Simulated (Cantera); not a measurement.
Feed: 1 mol Fe₃O₄, 1200 mol H₂, 16 mol N₂, equilibrated at 0.250 bar.

These are equilibrium values from Cantera (NASA tables, ideal gas, pure condensed phases), not measurements of a reactor. Candidate condensed phases: Fe, FeO, Fe(OH)₂, Fe(OH)₃, Fe₂O₃, Fe₃O₄, H₂O; 27 gas species. Kinetics and transport are ignored.

x: gas mole fraction; n: condensed amount in mol.

```csv
T (°C),x H₂,x N₂,x H,x H₂O,x Fe,n Fe(α),n Fe(γ),n Fe(δ),n Fe(l)
727,0.984,0.0132,4.50e-9,0.00329,<1e-12,3.00,0,0,0
877,0.984,0.0132,1.48e-7,0.00329,___,3.00,0,0,0
1027,0.984,0.0132,2.19e-6,0.00329,___,0,3.00,0,0
1177,0.984,0.0132,1.88e-5,0.00329,___,0,3.00,0,0
1327,0.983,0.0132,0.000108,0.00329,___,0,2.99,0,0
1477,0.983,0.0132,0.000461,0.00329,___,0,0,2.93,0
1627,0.982,0.0131,0.00157,0.00328,___,0,0,0,2.46
1777,0.977,0.0131,0.00448,0.00327,0.00246,0,0,0,0
1927,0.970,0.0131,0.0111,0.00326,0.00245,0,0,0,0
```

Question: What belongs in the gaps?

Answer: 
- 877, x Fe: 3.44e-11
- 1027, x Fe: 4.37e-9
- 1177, x Fe: 2.00e-7
- 1327, x Fe: 4.39e-6
- 1477, x Fe: 5.57e-5
- 1627, x Fe: 0.000446
